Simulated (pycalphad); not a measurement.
**Freezing of Al-Si alloys with rising Si**

All values are pycalphad results on the COST 507 light-alloy database (1999) (1 atm), not direct measurements. The data set is of 1999 and partly superseded. Amounts are mole fractions of atoms.

Scheil-Gulliver runs (no diffusion in the solid, steps of 4 K) beside full equilibrium.

```json
[
 {"alloy": "Al-22.23Si (at.%)", "liquidus (°C)": "729", "Scheil, half solid (°C)": "at the invariant end", "Scheil, 80 % solid (°C)": "at the invariant end", "Scheil, invariant end (°C)": "577", "liquid left at that end": "0.88", "equilibrium solidus (°C)": "577"},
 {"alloy": "Al-66.67Si (at.%)", "liquidus (°C)": "1215", "Scheil, half solid (°C)": "874", "Scheil, 80 % solid (°C)": "at the invariant end", "Scheil, invariant end (°C)": "577", "liquid left at that end": "0.38", "equilibrium solidus (°C)": "577"},
 {"alloy": "Al-88.9Si (at.%)", "liquidus (°C)": "___", "Scheil, half solid (°C)": "___", "Scheil, 80 % solid (°C)": "___", "Scheil, invariant end (°C)": "577", "liquid left at that end": "___", "equilibrium solidus (°C)": "577"}
]
```

Some entries are withheld; supply them.


- Al-88.9Si (at.%), liquidus (°C): 1359
- Al-88.9Si (at.%), Scheil, half solid (°C): 1295
- Al-88.9Si (at.%), Scheil, 80 % solid (°C): 1004
- Al-88.9Si (at.%), liquid left at that end: 0.13
